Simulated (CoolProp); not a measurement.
Properties of CH2F2 (R32) along the isobar 3.55 bar.

Values from CoolProp's reference Helmholtz-energy equation of state, Tillner-Roth 1997.

| T (K) | phase | speed of sound (m/s) | expansivity (1/kK) | viscosity (µPa s) |
|---|---|---|---|---|
| 235.3 | liquid | 899.9 | 2.473 | 248 |
| 251.8 | gas | 212.9 | 5.785 | 11.3 |
| 268.3 | gas | 222.4 | 4.856 | 12.0 |
| 284.7 | gas | 230.4 | 4.292 | 12.8 |
| 301.2 | gas | 237.7 | 3.885 | 13.5 |
| 317.6 | gas | 244.5 | 3.574 | 14.2 |
| 334.1 | gas | 250.8 | 3.322 | 15.0 |
| 350.6 | gas | 256.9 | 3.112 | 15.7 |
| 367 | gas | 262.6 | 2.934 | 16.4 |
| 383.5 | gas | 268.2 | 2.778 | 17.1 |

Viscosity comes from a separate model (Bell 2016), an estimate that may be off by 10 % or more.
